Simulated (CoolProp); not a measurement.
The fluid at 298.15 K and 8.65 MPa is throttled through a valve to 1.76 MPa with no heat exchange. The same conditions are run with several fluids, on thermodynamics alone (safety and materials aside).

Model: reference Helmholtz-energy equation of state of each fluid (isohexane: Lemmon 2006; propylene glycol: Eisenbach 2021; tetradecamethylhexasiloxane (MD4M): Thol 2019; R152A: Outcalt 1996; n-undecane: Aleksandrov 2011), in CoolProp.

```tsv
fluid	temperature change (K)	final density (kg/m³)
isohexane	+2.8	648
propylene glycol	+2.1	1030
tetradecamethylhexasiloxane (MD4M)	+3.1	886
R152A	+1.0	901
n-undecane	+2.9	736
```
